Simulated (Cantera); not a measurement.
Cantera run:

```python
import numpy as np
import cantera as ct

gas_names = """
    B BCL BCL2 BCL3 BH BH2 BH3 BO BOCL BO2 B2 B2O B2O2 B2O3 B3O3CL3 B3O3H3 CL CLO CL2 H HBO HBO2 HCL
    HOCL HO2 H2 H2O H2O2 H3B3O6 O OH O2 O3
""".split()
cond_names = """
    B(b) B(L) B2O3(L) B3O3H3(cr) H2O(s) H2O(L)
""".split()


# ... load() reads the species with a 1 bar reference pressure and builds the phases ...
atoms = {
    'BCl3': {'B': 1, 'CL': 3},
    'O2': {'O': 2},
    'H2': {'H': 2},
}
top_T = {}  # K; cautious upper limits of use, not melting points


# ... equilibrate(T, P, feed) seeds the gas with the atoms and calls Mixture.equilibrate('TP', solver="vcs", rtol=1e-11, max_steps=5000) ...
results = []
feed = {'BCl3': 1, 'O2': 0.068, 'H2': 6.3}  # mol
T = 1648.15  # K
P = 3200  # Pa
mix = equilibrate(T, P, feed)
results.append((T, P, feed, dict(zip(mix.species_names, mix.species_moles))))
print(gas.report(threshold=1e-05))
for i in range(1, mix.n_phases):
    print(f"{mix.phase(i).name:16s} {mix.phase_moles(i):12.5e} mol")
```

Result:

```
       temperature   1648.2 K
          pressure   3200 Pa
           density   0.0037206 kg/m^3
  mean mol. weight   15.933 kg/kmol
   phase of matter   gas

                          1 kg             1 kmol
                     ---------------   ---------------
          enthalpy        1.8987e+05        3.0252e+06  J
   internal energy        -6.702e+05       -1.0678e+07  J
           entropy             15223        2.4255e+05  J/K
    Gibbs function         -2.49e+07       -3.9673e+08  J
 heat capacity c_p            2182.8             34779  J/K
 heat capacity c_v              1661             26464  J/K

                      mass frac. Y      mole frac. X     chem. pot. / RT
                     ---------------   ---------------   ---------------
               BCL         0.0079155         0.0027262           -28.395
              BCL2         0.0096326         0.0018783           -54.017
              BCL3           0.12435          0.016911           -79.639
               BH2        2.0525e-05        2.5496e-05           -25.542
                BO        0.00021811        0.00012963           -40.204
              BOCL           0.02238         0.0057274           -65.826
              B2O2         0.0025897        0.00076954           -80.409
              B2O3        0.00013312        3.0468e-05           -117.84
           B3O3CL3        0.00021148         1.804e-05           -197.48
                CL         0.0003486        0.00015668           -25.622
                 H        2.5246e-05        0.00039906           -11.384
               HBO          0.017036         0.0097576           -51.589
              HBO2        0.00012952        4.7099e-05            -89.02
               HCL           0.73392           0.32074           -37.006
                H2          0.081065           0.64068           -22.769
     [  +18 minor]        1.6274e-05        7.4134e-06

B(b)              6.96286e-01 mol
B2O3(L)           0.00000e+00 mol
B3O3H3(cr)        0.00000e+00 mol
```

Method: chemical equilibrium by Gibbs-energy minimisation in Cantera with the NASA 1993 tables (ideal gas, pure condensed phases). The tables' values for BOCl, BCl, BCl2, BH2 are old estimates; treat these amounts as uncertain. Gases not in the tables: BHCl2.
